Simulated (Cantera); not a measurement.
Feed: 1 mol PH3, 0.027 mol O2, at 1 atm.

Cantera equilibrium calculation (NASA polynomials, part measured and part estimated; ideal gas, pure solids and liquids). Candidate condensed phases: H2O, P, P4O10; 17 gas species. Gases not in the tables: HPO2, HPO3 and P4O6. The numbers say what is thermodynamically allowed, not how fast it happens.

### Question
At 2748 K, list the 4 most abundant gas species with their mole fractions, and the condensed phases.

### Answer
H2 0.682, P2 0.221, H 0.0557, PO 0.0204. Condensed: gas only.
